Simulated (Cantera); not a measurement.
**NO annealing gas**

An isothermal, constant-pressure homogeneous reactor starts with 88.5 % NO, 11.5 % N2, at 2100 K and 0.160 bar.

Cantera simulation using GRI-Mech 3.0 (53 species, 325 reactions); the numbers are that mechanism's predictions, not measurements.

```tsv
t (s)	x NO	x N2O	x N2	x NO2	x O2	x O
0.000100	0.885	2.80e-5	0.115	1.97e-6	4.90e-7	2.81e-5
0.000353	0.885	9.01e-5	0.115	1.64e-5	6.54e-6	9.71e-5
0.00125	0.884	0.000231	0.115	7.64e-5	0.000114	0.000324
0.00440	0.881	0.000335	0.117	0.000127	0.00130	0.000544
0.0155	0.871	0.000328	0.122	0.000145	0.00637	0.000606
0.0548	0.834	0.000290	0.140	0.000193	0.0248	0.000770
0.193	0.700	0.000188	0.207	0.000274	0.0912	0.00117
0.682	0.345	4.01e-5	0.384	0.000228	0.268	0.00185
2.41	0.0499	9.48e-7	0.532	4.12e-5	0.416	0.00226
8.50	0.0128	2.30e-7	0.550	1.08e-5	0.434	0.00230
30.0	0.0120	2.25e-7	0.551	1.02e-5	0.435	0.00231
```
x: mole fraction; the columns are a selection and need not sum to one.

Equilibrium at this temperature and pressure: NO 0.0120, N2O 2.25e-7, N2 0.551, NO2 1.02e-5, O2 0.435, O 0.00231 (gas phase only).
